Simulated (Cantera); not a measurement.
Input: 1 mol Si, 0.51 mol F₂, 4.5 mol N₂, 16 mol HCl, equilibrated at 1075 °C and 1.33 mbar.

These are equilibrium values from Cantera (NASA tables, ideal gas, pure condensed phases), not measurements of a reactor. Candidate condensed phases: NH₄Cl, Si, Si₃N₄; 49 gas species. The tables' values for SiCl₃, SiF₃, SiF₂ are old estimates; treat these amounts as uncertain. Equilibrium is a limit: real reactors are often held back by kinetics, nucleation or transport.

Base state: HCl 0.663, N₂ 0.222, H₂ 0.0614, SiCl₄ 0.0226, SiF₄ 0.0111, SiCl₂ 0.00854, SiCl₃ 0.00620, HF 0.00342 (mole fractions); condensed: gas only.

Question: What changes in the equilibrium state with this change: temperature from 1075 °C to 802 °C?

Answer: 
| species | before | after |
|---|---|---|
| HCl | 0.663 | 0.650 |
| N₂ | 0.222 | 0.225 |
| H₂ | 0.0614 | 0.0743 |
| SiCl₄ | 0.0226 | 0.0371 |
| SiF₄ | 0.0111 | 0.0125 |
| SiF₂ | 3.82e-5 | 2.18e-8 |
| SiCl₂ | 0.00854 | 2.17e-5 |
| Cl | 0.000142 | 8.67e-7 |
| H | 1.57e-5 | 1.10e-7 |
The tables' values for SiCl₃, SiF₃ are old estimates; treat these amounts as uncertain.
